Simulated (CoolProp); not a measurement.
Properties of R22 along the isobar 27.9 MPa (Tc = 369.3 K, pc = 4.990 MPa, ω = 0.221).

The numbers come from the reference Helmholtz-energy equation of state, Kamei 1995 in CoolProp.

```json
[
 {"T (K)": "174.9", "phase": "liquid", "Joule-Thomson coefficient (K/MPa)": "?", "expansivity (1/kK)": "1.481"},
 {"T (K)": "180.2", "phase": "liquid", "Joule-Thomson coefficient (K/MPa)": "-0.4418", "expansivity (1/kK)": "1.491"},
 {"T (K)": "185.6", "phase": "liquid", "Joule-Thomson coefficient (K/MPa)": "-0.4399", "expansivity (1/kK)": "1.502"},
 {"T (K)": "190.9", "phase": "liquid", "Joule-Thomson coefficient (K/MPa)": "?", "expansivity (1/kK)": "1.513"},
 {"T (K)": "196.3", "phase": "liquid", "Joule-Thomson coefficient (K/MPa)": "-0.4352", "expansivity (1/kK)": "1.525"},
 {"T (K)": "201.6", "phase": "liquid", "Joule-Thomson coefficient (K/MPa)": "-0.4323", "expansivity (1/kK)": "1.539"},
 {"T (K)": "207", "phase": "liquid", "Joule-Thomson coefficient (K/MPa)": "?", "expansivity (1/kK)": "1.554"},
 {"T (K)": "212.3", "phase": "liquid", "Joule-Thomson coefficient (K/MPa)": "-0.4249", "expansivity (1/kK)": "1.569"},
 {"T (K)": "217.7", "phase": "liquid", "Joule-Thomson coefficient (K/MPa)": "-0.4204", "expansivity (1/kK)": "1.586"},
 {"T (K)": "223", "phase": "liquid", "Joule-Thomson coefficient (K/MPa)": "?", "expansivity (1/kK)": "1.605"},
 {"T (K)": "228.4", "phase": "liquid", "Joule-Thomson coefficient (K/MPa)": "-0.4097", "expansivity (1/kK)": "1.624"},
 {"T (K)": "233.7", "phase": "liquid", "Joule-Thomson coefficient (K/MPa)": "?", "expansivity (1/kK)": "1.645"}
]
```

Question: Fill in the missing entries.

Answer: 
- 174.9, Joule-Thomson coefficient (K/MPa): -0.4434
- 190.9, Joule-Thomson coefficient (K/MPa): -0.4377
- 207, Joule-Thomson coefficient (K/MPa): -0.4288
- 223, Joule-Thomson coefficient (K/MPa): -0.4154
- 233.7, Joule-Thomson coefficient (K/MPa): -0.4035
